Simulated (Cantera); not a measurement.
Input: 1 mol SiHCl₃, 0.54 mol NH₃, 100 mol H₂, held at 900 K and 0.000110 bar.

Cantera equilibrium calculation (NASA polynomials, part measured and part estimated; ideal gas, pure solids and liquids). Candidate condensed phases: NH₄Cl, Si, Si₃N₄; 28 gas species. The tables' values for SiCl₃ are old estimates; treat these amounts as uncertain. Equilibrium is a limit: real reactors are often held back by kinetics, nucleation or transport.

Base state: H₂ 0.979, HCl 0.0177, SiCl₄ 0.00229, SiCl₂ 0.000434, SiHCl₃ 0.000361, SiCl₃ 0.000145 (mole fractions); condensed: Si(s) + Si₃N₄(s).

Problem. What changes in the equilibrium state with this change: SiHCl₃ replaced by trisilylamine?

Solution. 
```
species          before  after
-------------  --------  -----
H₂                0.979   1.00
HCl              0.0177      0
SiCl₄           0.00229      0
SiCl₂          0.000434      0
SiHCl₃         0.000361      0
SiCl₃          0.000145      0
Si(s), mol        0.263   1.84
Si₃N₄(s), mol     0.135  0.385
```
The feed counts by its element totals alone.
